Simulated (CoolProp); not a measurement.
The numbers come from the reference Helmholtz-energy equation of state, Rui 2013 in CoolProp.

Question: Give the vapour pressure (MPa), liquid density (kg/m³), vapour Z, surface tension (mN/m) of saturated R236EA at 274.5, 338.1 K.

Answer: 
```tsv
T (K)	p (MPa)	liquid density (kg/m³)	vapour Z	surface tension (mN/m)
274.5	0.0829	1500	0.962	15.2
338.1	0.688	1290	0.833	6.96
```

Surface tension comes from a separate correlation (Mulero 2012).
